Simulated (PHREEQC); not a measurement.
Consider water at 55 °C and 10 atm with 190 mmol/kgw Pb(NO3)2 and 1.9 mmol/kgw Na2SO4. Closed to the air; pH follows from the charge balance.

Computed with PHREEQC (ion-association model, phreeqc.dat).

Precipitation was switched off in this run.

Task: Estimate the pH, activity of water.

Result: pH 4.17; activity of water 0.992.

Task: In which forms is Pb present?

Result: Pb+2 50 %, PbNO3+ 49 %, PbSO4 0.7 % of the Pb.

Examples of supersaturated solids here: Anglesite. Others may be too. At this temperature some constants are extrapolated from 25 °C, and those without enthalpy data are left unchanged.
